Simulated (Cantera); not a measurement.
Input (Python, Cantera):

```python
import numpy as np
import cantera as ct

gas = ct.Solution("h2o2.yaml")
gas.TPX = 723, 31000, {'H2': 1, 'O2': 0.98, 'N2': 3.69, 'H2O': 0.3}
flame = ct.FreeFlame(gas, width=0.091)
flame.set_refine_criteria(ratio=3, slope=0.08, curve=0.16)
flame.transport_model = "mixture-averaged"
flame.solve(loglevel=0, auto=True)
z, T = flame.grid, flame.T
thick = (T[-1] - T[0]) / np.gradient(T, z).max()
show = ['H2', 'O2', 'H2O', 'OH', 'H2O2', 'HO2']
print(f"laminar burning velocity  {flame.velocity[0] * 100:.3f} cm/s")
print(f"burnt temperature         {T[-1]:.1f} K")
print(f"thermal thickness         {thick * 1e3:.4f} mm")
print(f"grid points               {len(z)}")
z0 = z[flame.heat_release_rate.argmax()]
print(f"{'z/mm':>9s}{'T/K':>9s}{'u/(m/s)':>9s}" + "".join(f"{s:>11s}" for s in show))
rows = []
for k in (-3, -2, -1.5, -1, -0.5, -0.25, 0, 0.25, 0.5, 1, 2, 4, 8):
    zz = z0 + k * thick
    rows.append([k * thick, np.interp(zz, z, T), np.interp(zz, z, flame.velocity),
                 *(np.interp(zz, z, flame.X[gas.species_index(s)]) for s in show)])
    print(f"{rows[-1][0] * 1e3:9.3f}{rows[-1][1]:9.1f}{rows[-1][2]:9.3f}" + "".join(f"{x:11.3e}" for x in rows[-1][3:]))
```

It prints:

```
laminar burning velocity  595.539 cm/s
burnt temperature         1926.1 K
thermal thickness         2.1171 mm
grid points               121
     z/mm      T/K  u/(m/s)         H2         O2        H2O         OH       H2O2        HO2
   -6.351    723.0    5.955  1.675e-01  1.642e-01  5.025e-02  7.299e-16  1.444e-13  1.827e-11
   -4.234    723.0    5.955  1.675e-01  1.642e-01  5.025e-02  5.858e-13  3.179e-13  9.142e-10
   -3.176    723.0    5.955  1.675e-01  1.642e-01  5.025e-02  3.685e-11  7.630e-12  3.493e-08
   -2.117    723.0    5.955  1.674e-01  1.642e-01  5.026e-02  1.376e-08  3.408e-09  3.162e-06
   -1.059    740.0    6.070  1.626e-01  1.641e-01  5.191e-02  6.409e-05  1.781e-06  1.052e-04
   -0.529    867.4    7.009  1.367e-01  1.595e-01  6.773e-02  5.263e-04  2.476e-06  7.811e-05
    0.000   1146.7    9.064  6.751e-02  1.307e-01  1.287e-01  3.098e-03  2.970e-06  4.404e-05
    0.529   1364.4   10.680  2.244e-02  9.913e-02  1.828e-01  7.019e-03  2.617e-06  2.704e-05
    1.059   1478.3   11.506  1.432e-02  9.138e-02  1.972e-01  8.827e-03  1.681e-06  2.096e-05
    2.117   1598.1   12.347  1.150e-02  8.863e-02  2.061e-01  1.012e-02  9.097e-07  1.600e-05
    4.234   1711.0   13.118  8.513e-03  8.720e-02  2.146e-01  1.042e-02  4.796e-07  1.143e-05
    8.468   1801.7   13.724  5.332e-03  8.665e-02  2.223e-01  9.377e-03  2.711e-07  7.312e-06
   16.936   1865.0   14.141  2.725e-03  8.679e-02  2.283e-01  7.301e-03  1.597e-07  4.055e-06
```

Detailed kinetics in Cantera: the H2/O2 subset of GRI-Mech 3.0, which has no nitrogen chemistry. Burning velocities carry a grid error of a few per cent, more on coarse grids. Lean hydrogen flames are cellular in practice and burn faster than this planar one.
